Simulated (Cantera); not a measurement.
Cantera with NASA thermochemical tables; ideal gases at 1 bar, condensed phases pure. Values are per mole of reaction as written; species without (g) are pure solids or liquids, kept so even where they would boil at 1 bar.

6 BaF2 + 6 NO(g) → N2(g) + 4 NF3(g) + 6 BaO

| T (K) | ΔH° (kJ) | ΔS° (J/K) | ΔG° (kJ) | log10 K | condensed phases |
|---|---|---|---|---|---|
| 300 | (withheld) | (withheld) | (withheld) | (withheld) | BaF2(s), BaO(s) |
| 1448 | 2758.3 | -313.9 | 3212.8 | -115.89 | BaF2(s), BaO(s) |
| 1548 | 2729.2 | -333.4 | 3245.4 | -109.51 | BaF2(s), BaO(s) |
| 1648 | (withheld) | (withheld) | (withheld) | (withheld) | BaF2(l), BaO(s) |
| 1748 | 2570.6 | -430.1 | 3322.5 | -99.28 | BaF2(l), BaO(s) |
| 1848 | 2564.3 | -433.6 | 3365.7 | -95.13 | BaF2(l), BaO(s) |
| 1948 | 2558.6 | -436.7 | 3409.2 | -91.41 | BaF2(l), BaO(s) |
| 2048 | 2553.2 | -439.4 | 3453.0 | -88.07 | BaF2(l), BaO(s) |
| 2148 | 2548.4 | -441.7 | 3497.1 | -85.04 | BaF2(l), BaO(s) |
| 2248 | (withheld) | (withheld) | (withheld) | (withheld) | BaF2(l), BaO(s) |
| 2348 | 2891.8 | -291.5 | 3576.3 | -79.56 | BaF2(l), BaO(l) |
| 2448 | 2888.3 | -293.0 | 3605.5 | -76.93 | BaF2(l), BaO(l) |

Task: Some entries are withheld; supply them.

Result: 
- 300, ΔH° (kJ): 2887.9
- 300, ΔS° (J/K): -175.5
- 300, ΔG° (kJ): 2940.5
- 300, log10 K: -511.98
- 1648, ΔH° (kJ): 2577.4
- 1648, ΔS° (J/K): -426.1
- 1648, ΔG° (kJ): 3279.7
- 1648, log10 K: -103.95
- 2248, ΔH° (kJ): 2544.0
- 2248, ΔS° (J/K): -443.7
- 2248, ΔG° (kJ): 3541.3
- 2248, log10 K: -82.29
